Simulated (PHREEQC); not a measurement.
Solution (46 °C): 0.017 mol/kgw KH2PO4 and 6.1e-05 mol/kgw Na2SO4. Closed to the air; pH follows from the charge balance.

Model: ion-association model, phreeqc.dat, run in PHREEQC.

No solid was allowed to form.

### Question
Estimate the pH.

### Answer
pH 4.67.

### Question
In which forms is S present?

### Answer
SO4-2 91 %, KSO4- 8.9 % of the S.

At this temperature some constants are extrapolated from 25 °C, and those without enthalpy data are left unchanged.
